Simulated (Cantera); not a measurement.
A counterflow diffusion flame at 0.370 bar, nozzles 20 mm apart: fuel side CH4 : C2H6 : N2 = 1 : 0.033 : 0.27 (molar parts) at 573 K, oxidiser side O2 : N2 = 0.21 : 0.79 (molar parts) at 425 K, fuel mass flux 0.78 times the oxidiser's; mixture-averaged transport, no radiation.

Cantera simulation using GRI-Mech 3.0 (53 species, 325 reactions); the numbers are that mechanism's predictions, not measurements. GRI-Mech 3.0 has no aromatics or soot, which form on the fuel side of real flames. The maximum strain rate includes the flame's own expansion and is several times the mean. A flux with no burning solution from the previous one only brackets extinction.

x: mole fraction; the columns are a selection and need not sum to one.

| oxidiser flux (kg/m²/s) | max strain (1/s) | mean strain (1/s) | T max (K) | peak x OH | peak x H | peak x NO | peak x CO | peak x C2H2 |
|---|---|---|---|---|---|---|---|---|
| 0.092 | 174 | 39.7 | 1984 | 0.00747 | 0.00637 | 0.000181 | 0.0547 | 0.0123 |
| 0.13 | (withheld) | 56.1 | 1964 | 0.00720 | 0.00651 | (withheld) | 0.0543 | 0.0114 |
| 0.19 | 328 | 82.0 | 1945 | 0.00689 | 0.00661 | 0.000124 | 0.0542 | 0.0105 |
| 0.27 | 450 | 117 | 1922 | 0.00650 | 0.00658 | 9.47e-5 | 0.0545 | 0.00938 |
| 0.38 | (withheld) | 164 | 1892 | (withheld) | 0.00632 | (withheld) | 0.0550 | (withheld) |
| 0.54 | 842 | 233 | 1847 | 0.00508 | 0.00567 | 3.59e-5 | 0.0559 | 0.00574 |

### Question
Fill in the missing entries.

### Answer

- 0.13, max strain (1/s): 234
- 0.13, peak x NO: 0.000154
- 0.38, max strain (1/s): 613
- 0.38, peak x OH: 0.00593
- 0.38, peak x NO: 6.52e-5
- 0.38, peak x C2H2: 0.00783
